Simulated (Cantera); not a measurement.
Mixture: CH₄ : O₂ : N₂ = 1 : 1.43 : 5.37 (molar parts), at 31.6 atm, adiabatic and at constant volume. Ignition delay is the time to a rise of 400 K.

Cantera simulation using GRI-Mech 3.0 (53 species, 325 reactions); the numbers are that mechanism's predictions, not measurements. The pressure lies above the range GRI-Mech 3.0 was tuned for (to about 10 atm).

Question: What does this change do: pressure from 31.6 atm to 2.37 atm?

Answer: 
| quantity | before | after |
|---|---|---|
| delay at 1050 K | 11.2 ms | 0.217 s |
| delay at 1150 K | 2.61 ms | 47.5 ms |
| delay at 1250 K | 0.782 ms | 12.0 ms |
| delay at 1350 K | 0.272 ms | 3.45 ms |
| delay at 1450 K | 0.104 ms | 1.10 ms |
| apparent activation energy between 1350 and 1450 K | 160 kJ/mol | 190 kJ/mol |

Question: What does this change do: CH4 1 to 0.34 parts?

Answer: 
```csv
quantity,before,after
delay at 1050 K,11.2 ms,9.39 ms
delay at 1150 K,2.61 ms,2.05 ms
delay at 1250 K,0.782 ms,0.580 ms
delay at 1350 K,0.272 ms,0.197 ms
delay at 1450 K,0.104 ms,76.7 µs
apparent activation energy between 1350 and 1450 K,160 kJ/mol,150 kJ/mol
```
